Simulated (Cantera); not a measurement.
Mixture: H₂ : O₂ : N₂ : H₂O = 1 : 0.294 : 1.11 : 0.66 (molar parts), equivalence ratio 1.7, at 500000 Pa, adiabatic and at constant volume. Ignition delay is the time to a rise of 400 K.

Detailed kinetics in Cantera: the H2/O2 subset of GRI-Mech 3.0, which has no nitrogen chemistry. The hydrogen kinetics of GRI-Mech 3.0 are dated; newer H2 mechanisms differ, most at raised pressure. Where the delays flatten at high temperature, the 400 K rule measures the pace of heat release, not the induction time.

**Question.** What does this change do: N2 1.11 to 2.4 parts?

**Answer.** 
| quantity | before | after |
|---|---|---|
| delay at 1250 K | 90.3 µs | 75.0 µs |
| delay at 1450 K | 5.69 µs | 7.72 µs |
| delay at 1650 K | 2.54 µs | 3.96 µs |
| delay at 1850 K | 1.68 µs | 2.96 µs |

**Question.** What does this change do: constant pressure in place of constant volume?

**Answer.** 
| quantity | before | after |
|---|---|---|
| delay at 1250 K | 90.3 µs | 92.3 µs |
| delay at 1450 K | 5.69 µs | 5.99 µs |
| delay at 1650 K | 2.54 µs | 2.78 µs |
| delay at 1850 K | 1.68 µs | 1.96 µs |
